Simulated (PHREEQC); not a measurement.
Dissolve 6.9 mmol/kgw ZnCl2, 0.13 mmol/kgw NaCl and 0.54 mmol/kgw FeSO4 at 20 °C. Closed to the air; pH follows from the charge balance.

All values are PHREEQC results (ion-association model, phreeqc.dat), not measurements.

```
quantity                          before    after
------------------------------  --------  -------
pH                                  5.69     6.16
SO4-2 (mol/kgw)                 0.000356  4.87e-5
FeSO4 (mol/kgw)                  1.01e-5  2.81e-7
FeCl+ (mol/kgw)                  5.83e-6  8.40e-8
NaSO4- (mol/kgw)                 1.28e-7  2.50e-9
SI of Melanterite (FeSO4:7H2O)     -4.93    -6.49
SI of Halite (NaCl)                -7.44    -9.35
```

Problem. What was changed between the two runs?
(A) ZnCl2 from 0.0069 to 0.00069 mol/kgw
(B) diluted 10-fold with water
(C) diluted 100-fold with water
(D) ZnCl2 from 0.0069 to 0.00759 mol/kgw
(E) temperature from 20 to 65 °C

Solution. B, diluted 10-fold with water

Precipitation was switched off in this run.
